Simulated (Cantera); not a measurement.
Cantera run, input and output.

```python
import numpy as np
import cantera as ct

gas = ct.Solution("gri30.yaml")
gas.TPX = 1175, 21000, {'CH4': 1, 'C2H6': 0.086, 'O2': 1.92, 'N2': 7.21}
reactor = ct.IdealGasReactor(gas, energy="on", clone=False)
net = ct.ReactorNet([reactor])
net.rtol, net.atol = 1e-08, 1e-16
show = ['CH4', 'C2H6', 'O2', 'N2O', 'NO2', 'OH', 'O']
times = np.geomspace(5e-06, 0.3, 10)

steps = ct.SolutionArray(gas, extra=["t"])
rows = []
print(f"{'t/s':>10s}{'T/K':>9s}{'P/Pa':>11s}" + "".join(f"{s:>11s}" for s in show))
for t in times:
    while net.time < t:
        t_next = net.step()
        steps.append(gas.state, t=t_next)
    rows.append([np.interp(t, steps.t, y) for y in (steps.T, steps.P, *steps(*show).X.T)])
    print(f"{t:10.3e}{rows[-1][0]:9.1f}{rows[-1][1]:11.4g}" + "".join(f"{x:11.3e}" for x in rows[-1][2:]))
rate = np.gradient(steps.T, steps.t)
print("integrator steps:", len(steps.t))
if steps.T.max() > steps.T[0] + 200:
    print(f"time of steepest temperature rise: {steps.t[rate.argmax()]:.4e} s")
gas.TPX = 1175, 21000, {'CH4': 1, 'C2H6': 0.086, 'O2': 1.92, 'N2': 7.21}
gas.equilibrate("UV")
print(f"equilibrium (UV): T = {gas.T:.1f} K  " + "  ".join(f"{s} {gas[s].X[0]:.3e}" for s in show))
```

Result:

```
       t/s      T/K       P/Pa        CH4       C2H6         O2        N2O        NO2         OH          O
 5.000e-06   1175.0    2.1e+04  9.789e-02  8.418e-03  1.879e-01  1.074e-17  3.667e-32  5.656e-12  2.168e-12
 1.698e-05   1175.0    2.1e+04  9.789e-02  8.418e-03  1.879e-01  5.035e-17  8.637e-30  2.645e-11  1.042e-11
 5.765e-05   1175.0    2.1e+04  9.789e-02  8.418e-03  1.879e-01  3.564e-16  1.858e-27  1.034e-10  4.381e-11
 1.957e-04   1175.0    2.1e+04  9.789e-02  8.418e-03  1.879e-01  4.544e-15  4.689e-25  3.752e-10  1.640e-10
 6.646e-04   1175.0    2.1e+04  9.789e-02  8.416e-03  1.879e-01  9.936e-14  1.509e-22  1.436e-09  5.990e-10
 2.257e-03   1175.0    2.1e+04  9.788e-02  8.408e-03  1.879e-01  2.671e-12  6.164e-20  9.170e-09  3.069e-09
 7.663e-03   1175.7  2.101e+04  9.773e-02  8.319e-03  1.878e-01  4.935e-11  4.719e-17  9.931e-08  2.846e-08
 2.602e-02   1230.1  2.208e+04  9.014e-02  6.147e-03  1.801e-01  1.007e-09  1.300e-13  3.847e-06  8.845e-07
 8.835e-02   2724.6  5.256e+04  6.362e-15  5.132e-29  9.290e-03  2.330e-07  6.916e-07  1.832e-02  5.353e-03
 3.000e-01   2724.6  5.256e+04  6.362e-15  5.132e-29  9.290e-03  2.330e-07  6.916e-07  1.832e-02  5.353e-03
integrator steps: 2075
time of steepest temperature rise: 2.8406e-02 s
equilibrium (UV): T = 2724.6 K  CH4 8.135e-15  C2H6 8.019e-29  O2 9.290e-03  N2O 2.330e-07  NO2 6.916e-07  OH 1.832e-02  O 5.353e-03
```

Model: GRI-Mech 3.0 (53 species, 325 reactions), integrated in Cantera.
